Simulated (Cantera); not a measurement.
An adiabatic, constant-volume homogeneous reactor starts with CH3OH : O2 : N2 = 1 : 1.69 : 6.34 (molar parts), equivalence ratio 0.89, at 1248 K and 3750 Torr.

Cantera simulation using GRI-Mech 3.0 (53 species, 325 reactions); the numbers are that mechanism's predictions, not measurements. GRI-Mech 3.0 was tuned for natural gas; its chemistry of methanol as a main component is partial and can be far from experiment.

### Question
Predict: time of steepest temperature rise; temperature at 0.500 s; equilibrium temperature; x(O2) at 0.500 s; x(O) at 0.500 s; x(HO2) at 0.500 s; x(NO) at 0.500 s; x(HCN) at 0.500 s.

### Answer
| Item | Result |
|---|---|
| time of steepest temperature rise | 1.15 ms |
| temperature at 0.500 s | 2894 K |
| equilibrium temperature | 2894 K |
| x(O2) at 0.500 s | 0.0264 (gas-phase equilibrium 0.0264) |
| x(O) at 0.500 s | 0.00358 (gas-phase equilibrium 0.00358) |
| x(HO2) at 0.500 s | 1.87e-5 (gas-phase equilibrium 1.87e-5) |
| x(NO) at 0.500 s | 0.0134 (gas-phase equilibrium 0.0134) |
| x(HCN) at 0.500 s | 3.19e-9 (gas-phase equilibrium 3.19e-9) |
